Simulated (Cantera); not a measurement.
# Silicon carbide growth: CH3SiCl3 + HCl + H2

Charge: 1 mol CH3SiCl3, 0.022 mol HCl, 6 mol H2, at 973 K and 10000 Pa.

Method: chemical equilibrium by Gibbs-energy minimisation in Cantera with the NASA 1993 tables (ideal gas, pure condensed phases). Candidate condensed phases: C, C6H6, C7H8, C8H18, Si, SiC; 109 gas species. The feed counts by its element totals alone. The tables' values for SiCl3 are old estimates; treat these amounts as uncertain. The numbers say what is thermodynamically allowed, not how fast it happens.

```yaml
x(H2): 0.823
x(HCl): 0.103
x(SiCl4): 0.0618
x(CH4): 0.00871
x(SiHCl3): 0.00277
x(SiCl3): 0.000117
x(SiH2Cl2): 1.29e-5
x(SiCl2): 6.38e-6
n(C(graphite)): 0.471 mol
n(SiC(s)): 0.456 mol
gas_amount: 8.405 mol
log10 activity of Si(s) (absent): -3.52
```
